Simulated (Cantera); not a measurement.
A Cantera script and what it prints.

```python
import numpy as np
import cantera as ct

gas_names = [...]  # 95 gases of nasa_gas.yaml made of C, F, H
cond_names = """
    C(gr) C6H6(L) C7H8(L) C8H18(L),n-octa
""".split()


# ... load() reads the species with a 1 bar reference pressure and builds the phases ...
atoms = {
    'CF4': {'C': 1, 'F': 4},
    'F2': {'F': 2},
    'H2': {'H': 2},
}
top_T = {'C(gr)': 4500}  # K; cautious upper limits of use, not melting points


# ... equilibrate(T, P, feed) seeds the gas with the atoms and calls Mixture.equilibrate('TP', solver="vcs", rtol=1e-11, max_steps=5000) ...
results = []
feed = {'CF4': 1, 'F2': 0.013, 'H2': 8.8}  # mol
T = 1550  # K
P = 16000  # Pa
mix = equilibrate(T, P, feed)
results.append((T, P, feed, dict(zip(mix.species_names, mix.species_moles))))
print(gas.report(threshold=1e-05))
for i in range(1, mix.n_phases):
    print(f"{mix.phase(i).name:16s} {mix.phase_moles(i):12.5e} mol")
```

Result:

```
       temperature   1550 K
          pressure   16000 Pa
           density   0.010822 kg/m^3
  mean mol. weight   8.717 kg/kmol
   phase of matter   gas

                          1 kg             1 kmol
                     ---------------   ---------------
          enthalpy       -7.2899e+06       -6.3546e+07  J
   internal energy       -8.7683e+06       -7.6434e+07  J
           entropy             24863        2.1673e+05  J/K
    Gibbs function       -4.5828e+07       -3.9948e+08  J
 heat capacity c_p            3731.3             32526  J/K
 heat capacity c_v            2777.5             24211  J/K

                      mass frac. Y      mole frac. X     chem. pot. / RT
                     ---------------   ---------------   ---------------
               CH4        0.00023568        0.00012806           -44.246
    C2H2,acetylene        3.0071e-05        1.0067e-05             -25.5
                 H        7.2121e-06        6.2369e-05           -10.499
                HF           0.85462           0.37237           -47.847
                H2           0.14511           0.62743           -20.998
     [  +90 minor]         2.285e-06        7.1466e-07

C(gr)             9.98391e-01 mol
```

Method: chemical equilibrium by Gibbs-energy minimisation in Cantera with the NASA 1993 tables (ideal gas, pure condensed phases).
